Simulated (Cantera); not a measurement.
Cantera with NASA thermochemical tables; ideal gases at 1 bar, condensed phases pure. Values are per mole of reaction as written; species without (g) are pure solids or liquids, kept so even where they would boil at 1 bar.

Between 1850 and 2350 K, where is each reaction favourable under standard conditions?
- 3 CaO + 6 F(g) ⇌ O3(g) + 3 CaF2


- 3 CaO + 6 F(g) ⇌ O3(g) + 3 CaF2: ΔG° is -990 kJ at 1850 K and -741 kJ at 2350 K; it stays negative (K > 1). ΔH° is -1892 kJ and ΔS° -490 J/K at 2350 K.
